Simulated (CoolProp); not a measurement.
Values from CoolProp's reference Helmholtz-energy equation of state, Aleksandrov 2011. It is a short technical equation, of lower accuracy than the large ones.

Task: For n-undecane, give the phase and the density (kg/m³), cp (kJ/(kg K)), Joule-Thomson coefficient (K/MPa), isothermal compressibility (1/MPa) at 305.25 °C and 6130 kPa; 242.95 °C and 8280 kPa; 36.55 °C and 1930 kPa.

Result: 
- 305.25 °C and 6130 kPa: liquid; density 515, cp 3.27, Joule-Thomson coefficient 0.0904, isothermal compressibility 0.0103
- 242.95 °C and 8280 kPa: liquid; density 580, cp 3.02, Joule-Thomson coefficient -0.152, isothermal compressibility 0.00466
- 36.55 °C and 1930 kPa: liquid; density 729, cp 2.25, Joule-Thomson coefficient -0.415, isothermal compressibility 0.00110
